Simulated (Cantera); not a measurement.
A closed system holds: 1 mol MgO, 5.9 mol NF3, 34 mol N2, held at 5.70 Pa.

Cantera equilibrium calculation (NASA polynomials, part measured and part estimated; ideal gas, pure solids and liquids). Candidate condensed phases: Mg, MgF2, MgO; 24 gas species. Rates play no part.

What share of the Mg ends up in condensed phases as a function of T (°C), at 750, 825, 900, 975, 1050, 1125, 1200, 1275, 1350, 1425, 1500?


```
T (°C)  Mg condensed (%)       as
------  ----------------  -------
750                100.0  MgF2(s)
825                 99.9  MgF2(s)
900                 98.8  MgF2(s)
975                 87.9  MgF2(s)
1050                 4.1  MgF2(s)
1125                 0.0        -
1200                 0.0        -
1275                 0.0        -
1350                 0.0        -
1425                 0.0        -
1500                 0.0        -
```
